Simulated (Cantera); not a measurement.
Charge: 1 mol SiCl₄, 4.1 mol HCl, 7.1 mol H₂, 1 mol Cl₂, at 0.133 bar.

Equilibrium computed with Cantera from the NASA thermochemical tables; the gas is ideal and each condensed phase is pure. Candidate condensed phases: Si; 19 gas species. The tables' values for SiCl₃ are old estimates; treat these amounts as uncertain. Rates play no part.

x: gas mole fraction; nothing condenses.

```
T (K)  x HCl   x H₂  x SiCl₄   x SiCl₂   x SiCl₃  x SiHCl₃
-----  -----  -----  -------  --------  --------  --------
773    0.462  0.462   0.0757  1.09e-11   7.56e-8         ?
848    0.462  0.462   0.0756  6.95e-10   8.53e-7         ?
923    0.462  0.462   0.0755   2.21e-8   6.44e-6         ?
998    0.463  0.462   0.0752   4.12e-7   3.55e-5         ?
1073   0.463  0.461   0.0747   5.02e-6  0.000153         ?
1148   0.464  0.460   0.0737   4.34e-5  0.000538         ?
1223   0.466  0.458   0.0716  0.000279   0.00158         ?
1298   0.470  0.454   0.0673   0.00136   0.00391         ?
1373   0.479  0.446   0.0587   0.00496   0.00793   0.00345
1448   0.495  0.430   0.0452    0.0130    0.0127   0.00336
1523   0.515  0.411   0.0298    0.0250    0.0158         ?
1598   0.534  0.394   0.0170    0.0374    0.0160         ?
1673   0.547  0.381  0.00882    0.0475    0.0142         ?
1748   0.555  0.373  0.00437    0.0545    0.0116         ?
```

### Question
What belongs in the gaps?

### Answer

- 773, x SiHCl₃: 4.76e-5
- 848, x SiHCl₃: 0.000123
- 923, x SiHCl₃: 0.000269
- 998, x SiHCl₃: 0.000520
- 1073, x SiHCl₃: 0.000911
- 1148, x SiHCl₃: 0.00147
- 1223, x SiHCl₃: 0.00217
- 1298, x SiHCl₃: 0.00293
- 1523, x SiHCl₃: 0.00267
- 1598, x SiHCl₃: 0.00180
- 1673, x SiHCl₃: 0.00110
- 1748, x SiHCl₃: 0.000647
